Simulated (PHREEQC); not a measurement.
Dissolve 0.039 mol TMAH, 7.4e-05 mol Na2SiO3 and 4.6e-05 mol Na2CO3 per kg of water at 25 °C. Closed to the air; pH follows from the charge balance.

Model: ion-association model, phreeqc.dat, run in PHREEQC.

This is a speciation only: nothing precipitates in the calculation.

Task: Estimate the pH.

Result: pH 12.51.

Task: In which forms is Si present?

Result: H3SiO4- 73 %, H2SiO4-2 26 % of the Si.

Species that the database lacks are ignored. (CH3)4N+ isn't in the database: it is added as a free cation with an ion size of 4 Å.
